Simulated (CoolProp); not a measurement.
Vapour-liquid equilibrium of hydrogen chloride (1) + n-butane (2) at -4.35 °C; x and y are mole fractions of (1).

Model: multi-fluid Helmholtz-energy mixture model, Thol 2018 and Bücker 2006; pair parameters Bell 2016, in CoolProp.

| x | bubble pressure (bar) | y at the bubble point | dew pressure at overall composition x (bar) | liquid density (mol/L) |
|---|---|---|---|---|
| 0.05 | 2.668 | 0.671 | 0.9196 | 10.76 |
| 0.2 | ___ | 0.889 | ___ | 11.92 |
| 0.35 | ___ | 0.928 | 1.349 | ___ |
| 0.5 | 14.39 | 0.945 | 1.755 | 14.97 |
| 0.65 | 16.51 | 0.957 | 2.506 | 17.10 |
| 0.8 | ___ | 0.970 | 4.373 | ___ |
| 0.95 | 21.85 | 0.991 | 15.31 | 24.08 |

Q: What belongs in the gaps?

A: 
- 0.2, bubble pressure (bar): 7.787
- 0.2, dew pressure at overall composition x (bar): 1.094
- 0.35, bubble pressure (bar): 11.70
- 0.35, liquid density (mol/L): 13.30
- 0.8, bubble pressure (bar): 18.82
- 0.8, liquid density (mol/L): 19.95

No azeotrope shows between x = 0.05 and 0.95.

Pair parameters are fitted to limited data, so mixtures are less certain than the pure fluids. The gap from Raoult's law changes sign with composition, which may be real or a fault of the pair parameters; it wasn't checked against measurements.
